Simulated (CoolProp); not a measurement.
The numbers come from the reference Helmholtz-energy equation of state, Zhou 2011 in CoolProp.

Task: For dimethyl carbonate, give the phase and the cp (kJ/(kg K)), cv (kJ/(kg K)) at 600 K and 77.2 kPa.

Result: 
- 600 K and 77.2 kPa: gas; cp 1.86, cv 1.77
